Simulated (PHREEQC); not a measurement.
A solution holds 7.2 mmol/kgw NaHS, 46 mmol/kgw HCl and 0.07 mmol/kgw MnCl2, at 20 °C. Closed to the air; pH follows from the charge balance.

The numbers come from PHREEQC with the ion-association model, wateq4f.dat.

This is a speciation only: nothing precipitates in the calculation.

Task: Estimate the pH.

Result: pH 1.48.

Task: In which forms is Mn present?

Result: Mn+2 91 %, MnCl+ 8.4 % of the Mn.

The polysulfide entries of wateq4f.dat were taken out for this run.
